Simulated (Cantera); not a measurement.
## Hydrocarbon pyrolysis for carbon deposition

An isothermal, constant-pressure homogeneous reactor starts with CH₄ : N₂ = 0.28 : 3.1 (molar parts), at 1475 K and 0.133 bar.

Detailed kinetics in Cantera: GRI-Mech 3.0 (53 species, 325 reactions). GRI-Mech 3.0 stops at C3 and has no aromatics, soot or wall deposition, so with more carbon than oxygen in the feed, carbon stays in small species such as C2H2 where larger ones or solid carbon would form.

```
t (s)      x CH₄     x C₂H     x CH₃    x C₂H₂    x C₂H₆    x C₂H₄      x H
--------  ------  --------  --------  --------  --------  --------  -------
0.000400  0.0828    <1e-12   1.80e-6    <1e-12  3.72e-10  1.65e-10  1.14e-8
0.00118   0.0828    <1e-12   5.33e-6  3.28e-12   9.37e-9   4.50e-9  1.15e-8
0.00348   0.0828    <1e-12   1.54e-5  2.68e-10   2.16e-7   1.14e-7  1.24e-8
0.0103    0.0828    <1e-12   3.93e-5   2.09e-8   3.61e-6   2.46e-6  1.85e-8
0.0303    0.0826    <1e-12   7.98e-5   1.24e-6   2.75e-5   3.52e-5  4.55e-8
0.0894    0.0817  1.54e-11  0.000137   5.24e-5   9.81e-5  0.000337  1.83e-7
0.264     0.0772  2.23e-10  0.000155   0.00113  0.000128   0.00133  7.68e-7
0.779     0.0672  8.85e-10  0.000115   0.00614   6.77e-5  0.000991  1.84e-6
2.30      0.0511   1.79e-9   7.96e-5    0.0142   3.01e-5  0.000414  3.41e-6
6.78      0.0299   3.05e-9   4.70e-5    0.0242   9.52e-6  0.000200  5.72e-6
20.0      0.0117   4.65e-9   2.08e-5    0.0327   1.67e-6  0.000175  8.71e-6
```
x: mole fraction; the columns are a selection and need not sum to one.

Equilibrium at this temperature and pressure: CH₄ 0.000648, C₂H 2.21e-9, CH₃ 1.39e-6, C₂H₂ 0.0129, C₂H₆ 1.13e-8, C₂H₄ 7.13e-5, H 1.21e-5 (gas phase only).
